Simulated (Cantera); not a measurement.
A Cantera script and what it prints.

```python
import numpy as np
import cantera as ct

gas_names = """
    Cu CuF CuF2 Cu2 F F2 H HF H2 H2F2 H3F3 H4F4 H5F5 H6F6 H7F7
""".split()
cond_names = """
    Cu(cr) Cu(L) CuF2(s) CuF2(L)
""".split()


# ... load() reads the species with a 1 bar reference pressure and builds the phases ...
atoms = {
    'Cu': {'Cu': 1},
    'HF': {'H': 1, 'F': 1},
    'H2': {'H': 2},
}
top_T = {}  # K; cautious upper limits of use, not melting points


# ... equilibrate(T, P, feed) seeds the gas with the atoms and calls Mixture.equilibrate('TP', solver="vcs", rtol=1e-11, max_steps=5000) ...
results = []
T = 598  # K
P = 15  # Pa
for m in [0.18, 0.3, 0.5, 0.84, 1.4, 2.4, 4, 6.7, 11, 19, 32]:
    feed = {'Cu': 1, 'HF': 1.3, 'H2': m}  # mol
    mix = equilibrate(T, P, feed)
    results.append((T, P, feed, dict(zip(mix.species_names, mix.species_moles))))
    x = sorted(zip(gas.X, gas.species_names), reverse=True)
    print(f"T = {T:g} K  P = {P:g} Pa  n(H2) = {m:g} mol  gas = {mix.phase_moles(0):.4g} mol")
    print("   x: " + "  ".join(f"{s} {v:.3e}" for v, s in x if v > 1e-05))
    print("   condensed (mol): " + ("  ".join(f"{mix.phase(i).name} {mix.phase_moles(i):.4g}"
          for i in range(1, mix.n_phases) if mix.phase_moles(i) > 1e-12) or "none"))
```

Output:

```
T = 598 K  P = 15 Pa  n(H2) = 0.18 mol  gas = 1.48 mol
   x: HF 8.784e-01  H2 1.216e-01
   condensed (mol): Cu(cr) 1
T = 598 K  P = 15 Pa  n(H2) = 0.3 mol  gas = 1.6 mol
   x: HF 8.125e-01  H2 1.875e-01
   condensed (mol): Cu(cr) 1
T = 598 K  P = 15 Pa  n(H2) = 0.5 mol  gas = 1.8 mol
   x: HF 7.222e-01  H2 2.778e-01
   condensed (mol): Cu(cr) 1
T = 598 K  P = 15 Pa  n(H2) = 0.84 mol  gas = 2.14 mol
   x: HF 6.075e-01  H2 3.925e-01
   condensed (mol): Cu(cr) 1
T = 598 K  P = 15 Pa  n(H2) = 1.4 mol  gas = 2.7 mol
   x: H2 5.185e-01  HF 4.815e-01
   condensed (mol): Cu(cr) 1
T = 598 K  P = 15 Pa  n(H2) = 2.4 mol  gas = 3.7 mol
   x: H2 6.486e-01  HF 3.514e-01
   condensed (mol): Cu(cr) 1
T = 598 K  P = 15 Pa  n(H2) = 4 mol  gas = 5.3 mol
   x: H2 7.547e-01  HF 2.453e-01
   condensed (mol): Cu(cr) 1
T = 598 K  P = 15 Pa  n(H2) = 6.7 mol  gas = 8 mol
   x: H2 8.375e-01  HF 1.625e-01
   condensed (mol): Cu(cr) 1
T = 598 K  P = 15 Pa  n(H2) = 11 mol  gas = 12.3 mol
   x: H2 8.943e-01  HF 1.057e-01
   condensed (mol): Cu(cr) 1
T = 598 K  P = 15 Pa  n(H2) = 19 mol  gas = 20.3 mol
   x: H2 9.360e-01  HF 6.404e-02
   condensed (mol): Cu(cr) 1
T = 598 K  P = 15 Pa  n(H2) = 32 mol  gas = 33.3 mol
   x: H2 9.610e-01  HF 3.904e-02
   condensed (mol): Cu(cr) 1
```

Equilibrium computed with Cantera from the NASA thermochemical tables; the gas is ideal and each condensed phase is pure.
